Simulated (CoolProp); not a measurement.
Computed with CoolProp (reference Helmholtz-energy equation of state, Lemmon 2006). It is a short technical equation, of lower accuracy than the large ones.

Problem. For acetone, give the phase and the density (kg/m³), cp (kJ/(kg K)), cv (kJ/(kg K)), fugacity coefficient at -1.55 °C and 12.1 MPa; 5.15 °C and 12.1 MPa.

Solution. 
- -1.55 °C and 12.1 MPa: liquid; density 823, cp 2.07, cv 1.51, fugacity coefficient 0.00102
- 5.15 °C and 12.1 MPa: liquid; density 816, cp 2.08, cv 1.52, fugacity coefficient 0.00144
